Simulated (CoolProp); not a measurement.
R507A at 425.83 K and 0.155 MPa is compressed adiabatically to 0.368 MPa with isentropic efficiency 0.85. Each further row changes one setting.

The numbers come from the reference Helmholtz-energy equation of state, Lemmon 2003 in CoolProp. It is a pseudo-pure fit of the blend.

| case | work (kJ/kg) | final temperature (K) | final density (kg/m³) |
|---|---|---|---|
| as stated | 37.3 | 460.9 | 9.61 |
| efficiency 1 | 31.7 | 455.9 | 9.72 |
| efficiency 0.65 | 48.8 | 471.1 | 9.39 |
